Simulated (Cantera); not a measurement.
An isothermal, constant-pressure homogeneous reactor starts with 25.6 % CH₄, 74.4 % CO₂, at 1600 K and 0.132 atm.

Computed with Cantera and GRI-Mech 3.0 (53 species, 325 reactions).

x: mole fraction; the columns are a selection and need not sum to one.

```json
[
 {"t (s)": "2.00e-6", "x CH₄": "0.256", "x CO₂": "0.744", "x HO₂": "<1e-12", "x H": "1.33e-7", "x C₂H₆": "<1e-12", "x C₂H": "<1e-12", "x C₂H₄": "<1e-12"},
 {"t (s)": "7.96e-6", "x CH₄": "0.256", "x CO₂": "0.744", "x HO₂": "<1e-12", "x H": "1.59e-7", "x C₂H₆": "8.09e-12", "x C₂H": "<1e-12", "x C₂H₄": "2.03e-12"},
 {"t (s)": "3.17e-5", "x CH₄": "0.256", "x CO₂": "0.744", "x HO₂": "<1e-12", "x H": "1.59e-7", "x C₂H₆": "5.96e-10", "x C₂H": "<1e-12", "x C₂H₄": "3.03e-10"},
 {"t (s)": "0.000126", "x CH₄": "0.256", "x CO₂": "0.744", "x HO₂": "<1e-12", "x H": "1.61e-7", "x C₂H₆": "3.80e-8", "x C₂H": "<1e-12", "x C₂H₄": "2.55e-8"},
 {"t (s)": "0.000502", "x CH₄": "0.256", "x CO₂": "0.744", "x HO₂": "<1e-12", "x H": "___", "x C₂H₆": "___", "x C₂H": "<1e-12", "x C₂H₄": "___"},
 {"t (s)": "0.00200", "x CH₄": "0.256", "x CO₂": "0.743", "x HO₂": "<1e-12", "x H": "4.22e-7", "x C₂H₆": "6.00e-5", "x C₂H": "5.74e-12", "x C₂H₄": "7.87e-5"},
 {"t (s)": "0.00796", "x CH₄": "0.250", "x CO₂": "0.741", "x HO₂": "<1e-12", "x H": "2.26e-6", "x C₂H₆": "0.000424", "x C₂H": "4.90e-10", "x C₂H₄": "0.00177"},
 {"t (s)": "0.0317", "x CH₄": "0.213", "x CO₂": "0.716", "x HO₂": "<1e-12", "x H": "1.02e-5", "x C₂H₆": "0.000419", "x C₂H": "1.10e-8", "x C₂H₄": "0.00691"},
 {"t (s)": "0.126", "x CH₄": "0.137", "x CO₂": "0.619", "x HO₂": "<1e-12", "x H": "1.96e-5", "x C₂H₆": "0.000155", "x C₂H": "3.87e-8", "x C₂H₄": "0.00249"},
 {"t (s)": "0.502", "x CH₄": "0.0412", "x CO₂": "0.407", "x HO₂": "<1e-12", "x H": "2.56e-5", "x C₂H₆": "3.62e-5", "x C₂H": "9.61e-8", "x C₂H₄": "0.000562"},
 {"t (s)": "2.00", "x CH₄": "0.0108", "x CO₂": "0.265", "x HO₂": "<1e-12", "x H": "4.85e-5", "x C₂H₆": "4.22e-6", "x C₂H": "8.25e-8", "x C₂H₄": "0.000121"}
]
```

Problem. What belongs in the gaps?

Solution. 
- 0.000502, x H: 1.83e-7
- 0.000502, x C₂H₆: 2.06e-6
- 0.000502, x C₂H₄: 1.67e-6
